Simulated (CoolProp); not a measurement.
Model: reference Helmholtz-energy equation of state, Setzmann 1991, in CoolProp.

**Question.** Give the vapour pressure (kPa), enthalpy of vaporisation (kJ/kg), liquid viscosity (µPa s) of saturated methane at -159.55, -153.25, -140.85 °C.

**Answer.** 
| T (°C) | p (kPa) | enthalpy of vaporisation (kJ/kg) | liquid viscosity (µPa s) |
|---|---|---|---|
| -159.55 | 118 | 507 | 112 |
| -153.25 | 190 | 495 | 98.3 |
| -140.85 | 421 | 466 | 77.9 |

Viscosity comes from a separate model (Quiñones-Cisneros 2006).
